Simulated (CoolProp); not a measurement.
The fluid at 306.08 K and 7.27 MPa is throttled through a valve to 1.22 MPa with no heat exchange. The same conditions are run with several fluids, on thermodynamics alone (safety and materials aside).

Model: reference Helmholtz-energy equation of state of each fluid (R22: Kamei 1995; R152A: Outcalt 1996; R245fa: Akasaka 2015; n-butane: Bücker 2006; ethylbenzene: Zhou 2012), in CoolProp.

| fluid | temperature change (K) | final phase | final density (kg/m³) |
|---|---|---|---|
| R22 | -2.0 | two-phase, vapour fraction 0.014 | 899 |
| R152A | +0.5 | liquid | 880 |
| R245fa | +1.3 | liquid | 1320 |
| n-butane | +1.7 | liquid | 563 |
| ethylbenzene | +2.8 | liquid | 854 |
